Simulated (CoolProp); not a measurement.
Vapour-liquid equilibrium of n-hexane (1) + hexamethyldisiloxane (MM) (2) at 2.66 bar; x and y are mole fractions of (1).

The numbers come from the multi-fluid Helmholtz-energy mixture model, Thol 2019 and Thol 2016; pair parameters Bell 2016 in CoolProp.

```csv
x,bubble temperature (K),y at the bubble point,dew temperature at overall composition x (K),liquid density (mol/L)
0.05,408.8,0.088,409.7,3.959
0.15,405.0,0.245,407.4,4.165
0.25,401.4,0.383,404.9,4.385
0.35,397.9,0.506,402.3,4.621
0.45,394.5,0.617,399.6,4.876
0.55,391.0,0.715,396.6,5.152
0.65,387.5,0.801,393.3,5.450
0.75,384.1,0.874,389.7,5.773
0.85,380.8,0.934,385.3,6.123
0.95,377.6,0.981,379.8,6.502
```

No azeotrope shows between x = 0.05 and 0.95.

The pair parameters rest on a limited set of measurements; away from them the model extrapolates.
